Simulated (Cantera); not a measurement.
**Thermodynamics of oxide etching and cleaning by halides, feed SiO2 + HF + N2**

Feed: 1 mol SiO2, 3.1 mol HF, 6.1 mol N2, equilibrated at 1823 K and 1.50 mbar.

Equilibrium computed with Cantera from the NASA thermochemical tables; the gas is ideal and each condensed phase is pure. Candidate condensed phases: H2O, Si, SiO2, Si2N2O, Si3N4; 58 gas species. The tables' values for SiF3 are old estimates; treat these amounts as uncertain. The tables hold silica as quartz up to 1696 K and as liquid above; real silica turns to tridymite and cristobalite and melts near 1996 K. Equilibrium is a limit: real reactors are often held back by kinetics, nucleation or transport.

x(N2): 0.665
x(HF): 0.322
x(H2O): 0.00698
x(SiF4): 0.00387
x(H2): 0.000648
x(O2): 0.000343
x(H): 0.000285
x(OH): 0.000214
x(SiO): 0.000211
n(SiO2(condensed)): 0.962 mol
gas amount: 9.173 mol
log10 activity of Si(l) (absent): -10.47
